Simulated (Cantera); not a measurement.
Cantera run, input and output.

```python
import numpy as np
import cantera as ct

gas = ct.Solution("gri30.yaml")


def delay(T, t_max=10):
    gas.TPX = T, 1000000, {'CO': 1, 'H2': 0.71, 'CH4': 0.42, 'O2': 3.46, 'N2': 11.4}
    reactor = ct.IdealGasConstPressureReactor(gas, clone=False)
    net = ct.ReactorNet([reactor])
    net.rtol, net.atol = 1e-8, 1e-16
    while net.time < t_max:
        t_old, T_old = net.time, reactor.T
        net.step()
        if reactor.T > T + 400:  # ignition: a rise of 400 K
            return t_old + (T + 400 - T_old) / (reactor.T - T_old) * (net.time - t_old)
    return np.nan


taus = []
for T in [1175, 1225, 1275, 1325, 1375, 1425, 1475]:
    taus.append(delay(T))
    print(f"T0 = {T:6g} K   tau = {taus[-1]:.4e} s")
```

Output:

```
T0 =   1175 K   tau = 1.9059e-04 s
T0 =   1225 K   tau = 8.8650e-05 s
T0 =   1275 K   tau = 4.7564e-05 s
T0 =   1325 K   tau = 2.8316e-05 s
T0 =   1375 K   tau = 1.8234e-05 s
T0 =   1425 K   tau = 1.2489e-05 s
T0 =   1475 K   tau = 8.9928e-06 s
```

Detailed kinetics in Cantera: GRI-Mech 3.0 (53 species, 325 reactions).
